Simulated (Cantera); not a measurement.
Charge: 1 mol CH3SiCl3, 0.64 mol CH4, 21 mol H2, equilibrated at 30.8 Torr.

Equilibrium computed with Cantera from the NASA thermochemical tables; the gas is ideal and each condensed phase is pure. Candidate condensed phases: C, C6H6, C7H8, C8H18, Si, SiC; 109 gas species. The feed counts by its element totals alone. Gases not in the tables: Si2H6 and higher silanes. Rates play no part.

Problem. What share of the Si ends up in condensed phases as a function of T (°C), at 1175, 1275, 1375, 1475, 1575, 1675, 1775, 1875, 1975, 2075, 2175?

Solution. 
| T (°C) | Si condensed (%) | as |
|---|---|---|
| 1175 | 99.2 | SiC(s) |
| 1275 | 98.8 | SiC(s) |
| 1375 | 98.2 | SiC(s) |
| 1475 | 97.5 | SiC(s) |
| 1575 | 96.6 | SiC(s) |
| 1675 | 95.5 | SiC(s) |
| 1775 | 93.9 | SiC(s) |
| 1875 | 91.2 | SiC(s) |
| 1975 | 84.9 | SiC(s) |
| 2075 | 67.3 | SiC(s) |
| 2175 | 16.0 | SiC(s) |
